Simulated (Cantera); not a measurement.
A freely propagating, adiabatic, planar premixed flame of H2 : O2 : N2 = 1 : 0.847 : 3.19 (molar parts), equivalence ratio 0.59, unburnt at 673 K and 1.01 bar; mixture-averaged transport, grid criteria slope 0.08 and curve 0.16, no radiation.

Computed with Cantera and the H2/O2 subset of GRI-Mech 3.0, which has no nitrogen chemistry. Burning velocities carry a grid error of a few per cent, more on coarse grids. Lean hydrogen flames are cellular in practice and burn faster than this planar one.

x: mole fraction of selected species; z is measured from the peak of heat release.

| z (mm) | T (K) | u (m/s) | x H2 | x O2 | x HO2 | x O | x H | x H2O2 |
|---|---|---|---|---|---|---|---|---|
| -1.34 | 673 | 5.75 | 0.199 | 0.168 | <1e-8 | <1e-8 | <1e-8 | <1e-8 |
| -0.895 | 673 | 5.75 | 0.199 | 0.168 | <1e-8 | <1e-8 | <1e-8 | <1e-8 |
| -0.671 | 673 | 5.75 | 0.199 | 0.168 | 3.24e-8 | <1e-8 | <1e-8 | <1e-8 |
| -0.447 | 673 | 5.75 | 0.198 | 0.168 | 3.77e-6 | 2.81e-8 | 2.99e-7 | 1.37e-8 |
| -0.224 | 702 | 5.94 | 0.189 | 0.169 | … | … | … | … |
| -0.112 | 888 | 7.34 | 0.154 | 0.164 | 0.000179 | 0.000555 | 0.00443 | 1.18e-5 |
| 0 | 1232 | 9.93 | 0.0800 | 0.131 | 0.000101 | 0.00550 | 0.0187 | 7.54e-6 |
| 0.112 | 1491 | 11.9 | 0.0290 | 0.0935 | 5.97e-5 | 0.0121 | 0.0248 | 4.01e-6 |
| 0.224 | 1629 | 12.9 | 0.0165 | 0.0815 | 4.32e-5 | 0.0134 | 0.0207 | 2.21e-6 |
| 0.447 | 1772 | 14.0 | … | 0.0774 | … | … | … | … |
| 0.895 | 1899 | 14.8 | 0.00870 | 0.0758 | 1.95e-5 | 0.00756 | 0.00676 | 6.27e-7 |
| 1.79 | 1998 | 15.5 | 0.00512 | 0.0753 | 1.10e-5 | 0.00428 | 0.00271 | 3.80e-7 |
| 3.58 | 2062 | 15.9 | 0.00244 | 0.0756 | 5.78e-6 | 0.00200 | 0.000829 | 2.42e-7 |

Q: Some entries are withheld; supply them.

A: 
- -0.224, x HO2: 0.000246
- -0.224, x O: 2.27e-5
- -0.224, x H: 0.000284
- -0.224, x H2O2: 6.34e-6
- 0.447, x H2: 0.0122
- 0.447, x HO2: 3.03e-5
- 0.447, x O: 0.0111
- 0.447, x H: 0.0132
- 0.447, x H2O2: 1.13e-6
